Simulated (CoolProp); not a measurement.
Vapour-liquid equilibrium of propane (1) + cyclopropane (2) at 8.25 °C; x and y are mole fractions of (1).

Model: multi-fluid Helmholtz-energy mixture model, Lemmon 2009 and Polt 1992; pair parameters Bell 2016, in CoolProp. This equation is an older, rougher fit; its heat capacities, sound speeds and derivatives of the liquid may be far off and weren't checked against measurements.

Question: Give the bubble pressure and the first vapour's composition at x = 0.125, 0.5, 0.875. Is there an azeotrope?

Answer: x = 0.125: 4.844 bar, y = 0.182; x = 0.5: 5.643 bar, y = 0.569; x = 0.875: 6.031 bar, y = 0.882. No azeotrope shows between x = 0.05 and 0.95.

The pair parameters rest on a limited set of measurements; away from them the model extrapolates.
